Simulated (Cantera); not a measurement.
An isothermal, constant-pressure homogeneous reactor starts with 13.0 % H2, 14.0 % O2, 72.9 % N2, at 1125 K and 0.310 bar.

Cantera simulation using GRI-Mech 3.0 (53 species, 325 reactions); the numbers are that mechanism's predictions, not measurements. The temperature is held fixed by assumption; the heat of reaction is taken as removed at once.

One state of this run: x H2 = 1.55e-8; x O2 = 0.0803; x N2O = 5.62e-8; x NO2 = 1.86e-8; x O = 2.02e-8; x OH = 3.70e-6. x: mole fraction; the columns are a selection and need not sum to one.

Question: Which value of t (s) does it belong to?
A. 0.0502
B. 0.631
C. 8.93e-5
D. 2.00e-6

Answer: B, 0.631
